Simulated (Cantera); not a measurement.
## SiH₂Cl₂ + HCl + N₂ (silicon epitaxy and polysilicon growth)

Charge: 1 mol SiH₂Cl₂, 0.54 mol HCl, a varied amount of N₂, at 1773.15 K and 120000 Pa.

These are equilibrium values from Cantera (NASA tables, ideal gas, pure condensed phases), not measurements of a reactor. Candidate condensed phases: NH₄Cl, Si, Si₃N₄; 28 gas species. The tables' values for SiCl₃ are old estimates; treat these amounts as uncertain. The numbers say what is thermodynamically allowed, not how fast it happens.

| n(N₂) (mol) | log p N₂ | log p HCl | log p H₂ | log p SiCl₂ | log p SiCl₃ | n Si₃N₄(s) |
|---|---|---|---|---|---|---|
| 9.7 | -0.02 | -0.86 | -1.22 | -1.48 | -1.98 | 0.171 |
| 18 | 0.02 | -1.08 | -1.47 | -1.69 | -2.27 | 0.174 |
| 27 | 0.04 | -1.23 | -1.65 | -1.83 | -2.48 | 0.175 |
| 35 | 0.05 | -1.33 | -1.76 | -1.92 | -2.61 | 0.175 |
| 44 | 0.06 | -1.42 | -1.86 | -2.00 | -2.74 | 0.175 |
| 52 | 0.06 | -1.48 | -1.93 | -2.07 | -2.83 | 0.175 |
| 61 | 0.06 | -1.55 | -2.00 | -2.13 | -2.92 | 0.175 |
log p: log10 of the partial pressure in bar; n: condensed amount in mol.

From 9.7 mol N₂ to 61 mol N₂ the condensed part is Si₃N₄(s). The main Si-bearing gas is SiCl₂ throughout.
